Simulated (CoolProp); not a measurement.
Carbon dioxide at several states: fugacity coefficient from the reference equation and from simpler models built on Tc = 31.0 °C, pc = 7377 kPa, ω = 0.224; each cubic takes its own stable root.

Computed with CoolProp (reference Helmholtz-energy equation of state, Span 1996).

```tsv
T (°C)	p (kPa)	phase	reference
557.35	144	gas	1.000
278.55	2820	gas	0.9877
-45.85	7150	liquid	0.1155
462.15	44000	supercritical	1.050
```

Task: How far does each simpler model (van der Waals, Redlich-Kwong, Soave-Redlich-Kwong, Peng-Robinson) lie from the reference over these 4 states: mean and median of the absolute difference, and the worst?

Result: 
- van der Waals: mean 39.1 %, median 5.7 %, worst +144.8 % at -45.85 °C and 7150 kPa
- Redlich-Kwong: mean 10.4 %, median 3.4 %, worst +35.1 % at -45.85 °C and 7150 kPa
- Soave-Redlich-Kwong: mean 2.3 %, median 1.4 %, worst +6.7 % at 462.15 °C and 44000 kPa
- Peng-Robinson: mean 0.6 %, median 0.5 %, worst +1.2 % at 462.15 °C and 44000 kPa
